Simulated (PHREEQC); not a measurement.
Copper plating or etch bath

Dissolve 4.9 mmol/kgw CuCl2, 0.076 mmol/kgw HNO3 and 13 mmol/kgw NaCl at 94 °C. Closed to the air; pH follows from the charge balance.

Computed with PHREEQC (ion-association model, phreeqc.dat).

| Property | Value |
|---|---|
| pH | 4.08 |
| ionic strength | 0.0246 mol/kgw |
| total alkalinity | -0.0760 meq/kg |

```csv
species,molality,activity,log γ
Cl-,0.0212,0.0178,-0.077
Na+,0.0130,0.0110,-0.074
Cu+2,0.00332,0.00174,-0.281
CuCl+,0.00154,0.00129,-0.076
H+,9.62e-5,8.33e-5,-0.063
NO3-,7.60e-5,6.32e-5,-0.080
CuCl2,2.24e-5,2.26e-5,0.002
```

No solid was allowed to form. At this temperature some constants are extrapolated from 25 °C, and those without enthalpy data are left unchanged.
